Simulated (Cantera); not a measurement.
A closed system holds: 1 mol Fe(CO)5, 0.53 mol O2, 28 mol N2, held at 898.15 K and 1.20 mbar.

Equilibrium computed with Cantera from the NASA thermochemical tables; the gas is ideal and each condensed phase is pure. Candidate condensed phases: C, Fe, Fe(CO)5, FeO, Fe2O3, Fe3O4; 27 gas species. The numbers say what is thermodynamically allowed, not how fast it happens.

Base state: N2 0.848, CO 0.119, CO2 0.0321 (mole fractions); condensed: Fe(α).

Problem. What changes in the equilibrium state with this change: temperature from 898.15 K to 1575 K?

Solution. 
```
species      before     after
-----------  ------  --------
N2            0.848     0.848
CO            0.119     0.131
CO2          0.0321    0.0203
Fe            <1e-9  0.000569
Fe(α), mol     1.00         0
Fe(γ), mol        0     0.591
FeO(s), mol       0     0.391
```
Mutual solubility and eutectic melting of coexisting phases are not modelled. The tables' stoichiometric FeO is somewhat more stable than real wüstite, so its field is too wide. FeO: taken at fixed stoichiometry.
